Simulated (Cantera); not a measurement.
An adiabatic, constant-pressure homogeneous reactor starts with H2 : O2 : N2 = 1 : 0.5 : 1.88 (molar parts), equivalence ratio 1.0, at 1100 K and 37000 Pa. Integrator tolerance rtol = 1e-08.

Cantera simulation using GRI-Mech 3.0 (53 species, 325 reactions); the numbers are that mechanism's predictions, not measurements.

**Question.** What does this change do: pressure from 37000 Pa to 1000000 Pa?

**Answer.** 
```
quantity                                                            before                                    after
---------------------------------  ---------------------------------------  ---------------------------------------
time of steepest temperature rise                                 0.213 ms                                 0.880 ms
temperature at 0.300 s                                              2645 K                                   2868 K
equilibrium temperature                                             2645 K                                   2868 K
x(H2) at 0.300 s                     0.0437 (gas-phase equilibrium 0.0437)    0.0302 (gas-phase equilibrium 0.0302)
x(O2) at 0.300 s                     0.0138 (gas-phase equilibrium 0.0138)  0.00781 (gas-phase equilibrium 0.00781)
x(H) at 0.300 s                      0.0159 (gas-phase equilibrium 0.0159)  0.00572 (gas-phase equilibrium 0.00572)
x(N2O) at 0.300 s                  2.01e-7 (gas-phase equilibrium 2.01e-7)  1.12e-6 (gas-phase equilibrium 1.12e-6)
x(O) at 0.300 s                    0.00554 (gas-phase equilibrium 0.00554)  0.00198 (gas-phase equilibrium 0.00198)
x(NO) at 0.300 s                   0.00669 (gas-phase equilibrium 0.00669)  0.00700 (gas-phase equilibrium 0.00700)
x(HO2) at 0.300 s                  3.39e-6 (gas-phase equilibrium 3.39e-6)  8.55e-6 (gas-phase equilibrium 8.55e-6)
```
The hydrogen kinetics of GRI-Mech 3.0 are dated; newer H2 mechanisms differ, most at raised pressure.

**Question.** What does this change do: pressure from 37000 Pa to 1900000 Pa?

**Answer.** 
```
quantity                                                            before                                    after
---------------------------------  ---------------------------------------  ---------------------------------------
time of steepest temperature rise                                 0.213 ms                                 0.793 ms
temperature at 0.300 s                                              2645 K                                   2905 K
equilibrium temperature                                             2645 K                                   2905 K
x(H2) at 0.300 s                     0.0437 (gas-phase equilibrium 0.0437)    0.0273 (gas-phase equilibrium 0.0273)
x(O2) at 0.300 s                     0.0138 (gas-phase equilibrium 0.0138)  0.00678 (gas-phase equilibrium 0.00678)
x(H) at 0.300 s                      0.0159 (gas-phase equilibrium 0.0159)  0.00447 (gas-phase equilibrium 0.00447)
x(N2O) at 0.300 s                  2.01e-7 (gas-phase equilibrium 2.01e-7)  1.51e-6 (gas-phase equilibrium 1.51e-6)
x(O) at 0.300 s                    0.00554 (gas-phase equilibrium 0.00554)  0.00154 (gas-phase equilibrium 0.00154)
x(NO) at 0.300 s                   0.00669 (gas-phase equilibrium 0.00669)  0.00686 (gas-phase equilibrium 0.00686)
x(HO2) at 0.300 s                  3.39e-6 (gas-phase equilibrium 3.39e-6)  9.80e-6 (gas-phase equilibrium 9.80e-6)
```
The hydrogen kinetics of GRI-Mech 3.0 are dated; newer H2 mechanisms differ, most at raised pressure. The pressure lies above the range GRI-Mech 3.0 was tuned for (to about 10 atm).
